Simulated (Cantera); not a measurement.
A closed system holds: 1 mol TiO₂, 10 mol HCl, 2.2 mol H₂, held at 1350 °C and 31.0 mbar.

Method: chemical equilibrium by Gibbs-energy minimisation in Cantera with the NASA 1993 tables (ideal gas, pure condensed phases). Candidate condensed phases: H₂O, Ti, TiCl₂, TiCl₃, TiCl₄, TiO, TiO₂, Ti₂O₃, Ti₃O₅, Ti₄O₇; 23 gas species. Mutual solubility and eutectic melting of coexisting phases are not modelled. Condensed phases not in the tables: Magnéli phases beyond Ti₄O₇. The numbers say what is thermodynamically allowed, not how fast it happens.

Base state: HCl 0.816, H₂ 0.175, H₂O 0.00652, Cl 0.000604, TiCl₃ 0.000543, TiCl₄ 0.000272, H 0.000165 (mole fractions); condensed: TiO₂(rutile) + Ti₄O₇(s).

What changes in the equilibrium state with this change: temperature from 1350 °C to 1200 °C?


```json
[
 {"species": "HCl", "before": "0.816", "after": "0.815"},
 {"species": "H₂", "before": "0.175", "after": "0.180"},
 {"species": "H₂O", "before": "0.00652", "after": "0.00302"},
 {"species": "TiCl₄", "before": "0.000272", "after": "0.000843"},
 {"species": "Cl", "before": "0.000604", "after": "0.000112"},
 {"species": "H", "before": "0.000165", "after": "3.05e-5"},
 {"species": "TiO₂(rutile), mol", "before": "0.752", "after": "0.982"},
 {"species": "Ti₄O₇(s), mol", "before": "0.0595", "after": "0"}
]
```

What changes in the equilibrium state with this change: temperature from 1350 °C to 1650 °C?


| species | before | after |
|---|---|---|
| HCl | 0.816 | 0.806 |
| H₂ | 0.175 | 0.162 |
| H₂O | 0.00652 | 0.0211 |
| TiCl₃ | 0.000543 | 0.000327 |
| OH | 2.56e-7 | 2.42e-5 |
| Cl | 0.000604 | 0.00806 |
| H | 0.000165 | 0.00215 |
| TiOCl₂ | 8.03e-6 | 8.96e-5 |
| TiO₂(rutile), mol | 0.752 | 0 |
| Ti₄O₇(s), mol | 0.0595 | 0.249 |
The tables' values for TiCl₂ are old estimates; treat these amounts as uncertain.
